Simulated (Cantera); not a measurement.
What does this Cantera script print?

```python
import numpy as np
import cantera as ct

gas_names = [...]  # 83 gases of nasa_gas.yaml made of C, H, S
cond_names = """
    C(gr) C6H6(L) C7H8(L) C8H18(L),n-octa S(cr1) S(cr2) S(L)
""".split()


# ... load() reads the species with a 1 bar reference pressure and builds the phases ...
atoms = {
    'CS2': {'C': 1, 'S': 2},
    'H2': {'H': 2},
}
top_T = {'C(gr)': 4500}  # K; cautious upper limits of use, not melting points


# ... equilibrate(T, P, feed) seeds the gas with the atoms and calls Mixture.equilibrate('TP', solver="vcs", rtol=1e-11, max_steps=5000) ...
results = []
feed = {'CS2': 1, 'H2': 0.15}  # mol
T = 1573.15  # K
for P in [10, 65, 420, 2700, 17000, 110000, 720000, 4700000, 30000000]:
    mix = equilibrate(T, P, feed)
    results.append((T, P, feed, dict(zip(mix.species_names, mix.species_moles))))

top = {s: max(r[3][s] / sum(r[3][g] for g in gas_names) for r in results) for s in gas_names}
cols = sorted((s for s in top if top[s] > 0.0001), key=lambda s: -top[s])[:9]
seen = [c for c in cond_names if any(r[3].get(c, 0) > 1e-12 for r in results)]
print("log10 of partial pressures in bar; condensed amounts in mol")
print(f"{'P/Pa':>10s}" + "".join(f"{s[:9]:>10s}" for s in cols + seen))
for T, P, feed, n in results:
    ng = sum(n[g] for g in gas_names)
    print(f"{P:10.4g}" + "".join(f"{np.log10(max(n[s] / ng * P / 1e5, 1e-99)):10.3f}" for s in cols)
          + "".join(f"{n.get(c, 0):10.4g}" for c in seen))
```

Result:

```
log10 of partial pressures in bar; condensed amounts in mol
      P/Pa       CS2        S2       H2S        CS        H2         S        SH         H     C(gr)
        10    -4.204    -4.904    -6.963    -4.909    -4.924    -6.491    -6.584    -6.852   0.08186
        65    -3.353    -4.052    -5.711    -4.484    -4.099    -6.065    -5.746    -6.440    0.1353
       420    -2.527    -3.227    -4.496    -4.071    -3.296    -5.652    -4.932    -6.038    0.1582
      2700    -1.714    -2.413    -3.314    -3.664    -2.521    -5.245    -4.137    -5.650    0.1712
   1.7e+04    -0.913    -1.612    -2.191    -3.264    -1.799    -4.845    -3.376    -5.289    0.1835
   1.1e+05    -0.102    -0.801    -1.127    -2.858    -1.140    -4.439    -2.641    -4.960    0.1982
   7.2e+05     0.714     0.014    -0.149    -2.450    -0.570    -4.032    -1.948    -4.675     0.212
   4.7e+06     1.528     0.829     0.751    -2.043    -0.077    -3.624    -1.295    -4.429    0.2211
     3e+07     2.333     1.634     1.594    -1.641     0.364    -3.222    -0.672    -4.208    0.2257
```

Method: chemical equilibrium by Gibbs-energy minimisation in Cantera with the NASA 1993 tables (ideal gas, pure condensed phases). The ideal-gas law is rough above about 30 bar.
